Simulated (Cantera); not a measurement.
A Cantera script and what it prints.

```python
import numpy as np
import cantera as ct

gas_names = """
    CL CL2 H HCL H2 Si SiCL SiCL2 SiCL3 SiCL4 SiH SiHCL3 SiH2 SiH2CL2 SiH3 SiH3CL SiH4 Si2 Si3
""".split()
cond_names = """
    Si(cr) Si(L)
""".split()


def load(file, names, dense=False):
    # The tables refer to 1 bar. Condensed volumes are neglected.
    table = {s.name: s for s in ct.Species.list_from_file(file)}
    out = []
    for n in names:
        d = dict(table[n].input_data)
        d["thermo"] = dict(d["thermo"], **{"reference-pressure": 1e5})
        if dense:
            d["equation-of-state"] = {"model": "constant-volume", "density": "1e6 g/cm^3"}
        out.append(ct.Species.from_dict(d))
    return out


gas = ct.Solution(thermo="ideal-gas", species=load("nasa_gas.yaml", gas_names))
cond = {s.name: ct.Solution(thermo="fixed-stoichiometry", species=[s], name=s.name)
        for s in load("nasa_condensed.yaml", cond_names, dense=True)}
atoms = {
    'Si': {'Si': 1},
    'Cl2': {'CL': 2},
    'H2': {'H': 2},
}
top_T = {}  # K; cautious upper limits of use, not melting points


def equilibrate(T, P, feed):
    n = {}
    for name, mol in feed.items():
        for a, k in atoms[name].items():
            n[a] = n.get(a, 0.0) + k * mol
    gas.TPX = T, P, n
    mass = sum(n.values()) * gas.mean_molecular_weight
    gas.equilibrate("TP")
    valid = [c for c in cond.values() if c.min_temp <= T <= top_T.get(c.name, c.max_temp)]
    mix = ct.Mixture([(gas, mass / gas.mean_molecular_weight)] + [(c, 0.0) for c in valid])
    mix.T, mix.P = T, P
    mix.equilibrate("TP", solver="vcs", rtol=1e-11, max_steps=5000)
    return mix


results = []
feed = {'Si': 1, 'Cl2': 0.93, 'H2': 3.8}  # mol
P = 101325  # Pa
for T in [648, 698, 748, 798, 848, 898, 948, 998, 1048, 1098, 1148, 1198, 1248, 1298]:
    mix = equilibrate(T, P, feed)
    results.append((T, P, feed, dict(zip(mix.species_names, mix.species_moles))))

top = {s: max(r[3][s] / sum(r[3][g] for g in gas_names) for r in results) for s in gas_names}
cols = sorted((s for s in top if top[s] > 0.0001), key=lambda s: -top[s])[:7]
seen = [c for c in cond_names if any(r[3].get(c, 0) > 1e-12 for r in results)]
print("log10 of partial pressures in bar; condensed amounts in mol")
print(f"{'T/K':>10s}" + "".join(f"{s[:9]:>10s}" for s in cols + seen))
for T, P, feed, n in results:
    ng = sum(n[g] for g in gas_names)
    print(f"{T:10.4g}" + "".join(f"{np.log10(max(n[s] / ng * P / 1e5, 1e-99)):10.3f}" for s in cols)
          + "".join(f"{n.get(c, 0):10.4g}" for c in seen))
```

Output:

```
log10 of partial pressures in bar; condensed amounts in mol
       T/K        H2     SiCL4       HCL    SiHCL3     SiCL2     SiCL3   SiH2CL2    Si(cr)
       648    -0.052    -1.137    -4.000    -1.296    -8.194    -6.076    -2.695    0.4784
       698    -0.052    -1.133    -3.584    -1.305    -7.266    -5.464    -2.661    0.4792
       748    -0.052    -1.130    -3.225    -1.314    -6.464    -4.935    -2.633    0.4802
       798    -0.052    -1.127    -2.912    -1.322    -5.765    -4.473    -2.611    0.4815
       848    -0.052    -1.126    -2.638    -1.330    -5.150    -4.067    -2.592    0.4833
       898    -0.053    -1.125    -2.394    -1.339    -4.605    -3.708    -2.577    0.4857
       948    -0.054    -1.127    -2.178    -1.349    -4.120    -3.388    -2.566    0.4889
       998    -0.055    -1.130    -1.985    -1.360    -3.686    -3.103    -2.557    0.4931
      1048    -0.057    -1.137    -1.811    -1.373    -3.296    -2.848    -2.552    0.4983
      1098    -0.059    -1.148    -1.656    -1.389    -2.945    -2.621    -2.551    0.5044
      1148    -0.062    -1.165    -1.517    -1.409    -2.630    -2.419    -2.554     0.511
      1198    -0.066    -1.190    -1.392    -1.435    -2.346    -2.241    -2.563    0.5175
      1248    -0.071    -1.226    -1.281    -1.469    -2.092    -2.088    -2.579    0.5229
      1298    -0.077    -1.276    -1.184    -1.514    -1.866    -1.959    -2.604    0.5259
```

These are equilibrium values from Cantera (NASA tables, ideal gas, pure condensed phases), not measurements of a reactor. The tables' values for SiCl3 are old estimates; treat these amounts as uncertain.
